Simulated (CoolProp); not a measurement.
Vapour-liquid equilibrium of methanol (1) + dimethyl carbonate (2) at 458.4 K; x and y are mole fractions of (1).

The numbers come from the multi-fluid Helmholtz-energy mixture model, de Reuck 1993 and Zhou 2011; pair parameters Bell 2016 in CoolProp.

```tsv
x	bubble pressure (MPa)	y at the bubble point	dew pressure at overall composition x (MPa)	liquid density (mol/L)
0.05	1.212	0.162	1.080	9.323
0.125	1.456	0.320	1.166	9.643
0.2	1.672	0.429	1.265	9.993
0.275	1.865	0.511	1.379	10.38
0.35	2.039	0.576	1.510	10.80
0.425	2.197	0.631	1.663	11.28
0.5	2.340	0.680	1.838	11.81
0.575	2.472	0.725	2.036	12.42
0.65	2.594	0.769	2.252	13.12
0.725	2.706	0.813	2.471	13.92
0.8	2.808	0.858	2.674	14.85
0.875	2.900	0.907	2.842	15.94
0.95	2.979	0.960	2.966	17.23
```

No azeotrope shows between x = 0.05 and 0.95.

Pair parameters are fitted to limited data, so mixtures are less certain than the pure fluids.
